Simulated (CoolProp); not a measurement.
Vapour-liquid equilibrium of CF4 (R14) (1) + R13 (2) at 0.0479 MPa; x and y are mole fractions of (1).

Computed with CoolProp (multi-fluid Helmholtz-energy mixture model, Platzer 1990 and Platzer 1990; pair parameters Bell 2016). This equation is an older, rougher fit; its heat capacities, sound speeds and derivatives of the liquid may be far off and weren't checked against measurements.

Q: Give the bubble temperature and the first vapour's composition at x = 0.125, 0.2, 0.95. Is there an azeotrope?

A: x = 0.125: 157.2 K, y = 0.813; x = 0.2: 151.6 K, y = 0.893; x = 0.95: 135.9 K, y = 0.998. No azeotrope shows between x = 0.05 and 0.95.

Pair parameters are fitted to limited data, so mixtures are less certain than the pure fluids.
